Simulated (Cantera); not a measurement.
What does this Cantera script print?

```python
import numpy as np
import cantera as ct

gas = ct.Solution("gri30.yaml")


def delay(T, t_max=10):
    gas.TPX = T, 81000, {'CH4': 1, 'O2': 1.8, 'N2': 13.7}
    reactor = ct.IdealGasReactor(gas, clone=False)
    net = ct.ReactorNet([reactor])
    net.rtol, net.atol = 1e-8, 1e-16
    while net.time < t_max:
        t_old, T_old = net.time, reactor.T
        net.step()
        if reactor.T > T + 400:  # ignition: a rise of 400 K
            return t_old + (T + 400 - T_old) / (reactor.T - T_old) * (net.time - t_old)
    return np.nan


taus = []
for T in [1125, 1225, 1325, 1425, 1525, 1625, 1725, 1825]:
    taus.append(delay(T))
    print(f"T0 = {T:6g} K   tau = {taus[-1]:.4e} s")
```

It prints:

```
T0 =   1125 K   tau = 3.4571e-01 s
T0 =   1225 K   tau = 7.8122e-02 s
T0 =   1325 K   tau = 2.0086e-02 s
T0 =   1425 K   tau = 5.7993e-03 s
T0 =   1525 K   tau = 1.9243e-03 s
T0 =   1625 K   tau = 7.5132e-04 s
T0 =   1725 K   tau = 3.4166e-04 s
T0 =   1825 K   tau = 1.7541e-04 s
```

Detailed kinetics in Cantera: GRI-Mech 3.0 (53 species, 325 reactions).
